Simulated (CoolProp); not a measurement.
Model: reference Helmholtz-energy equation of state, Lemmon 2006, in CoolProp. It is a short technical equation, of lower accuracy than the large ones.

**Question.** For carbonyl sulfide, give the phase and the density (kg/m³), cp (kJ/(kg K)), speed of sound (m/s), Joule-Thomson coefficient (K/MPa) at 304.2 K and 33.6 bar; 345.5 K and 33.6 bar; 400.5 K and 33.6 bar.

**Answer.** 
- 304.2 K and 33.6 bar: liquid; density 981, cp 1.37, speed of sound 663, Joule-Thomson coefficient -0.0433
- 345.5 K and 33.6 bar: gas; density 103, cp 1.40, speed of sound 191, Joule-Thomson coefficient 17.7
- 400.5 K and 33.6 bar: gas; density 72.8, cp 0.961, speed of sound 232, Joule-Thomson coefficient 11.0
